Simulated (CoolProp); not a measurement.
Vapour-liquid equilibrium of carbon monoxide (1) + methane (2) at 100.4 K; x and y are mole fractions of (1).

The numbers come from the multi-fluid Helmholtz-energy mixture model, Lemmon 2006 and Setzmann 1991; pair parameters Kunz 2012 in CoolProp.

```tsv
x	bubble pressure, mixture model (MPa)	bubble pressure, Raoult's law (MPa)	y, mixture model	y, Raoult's law
0.05	0.06670	0.06207	0.482	0.452
0.2	0.1642	0.1408	0.816	0.796
0.35	0.2572	0.2195	0.899	0.894
0.5	?	0.2982	?	0.940
0.65	0.4038	0.3770	0.956	0.967
0.8	0.4655	0.4557	?	0.984
0.95	0.5339	0.5344	0.992	0.997
```

### Question
Some entries are withheld; supply them.

### Answer

- 0.5, bubble pressure, mixture model (MPa): 0.3369
- 0.5, y, mixture model: 0.935
- 0.8, y, mixture model: 0.974

The largest gap from Raoult's law is +17.2 % in bubble pressure, at x = 0.35. No azeotrope shows between x = 0.05 and 0.95.

The pair parameters rest on a limited set of measurements; away from them the model extrapolates.
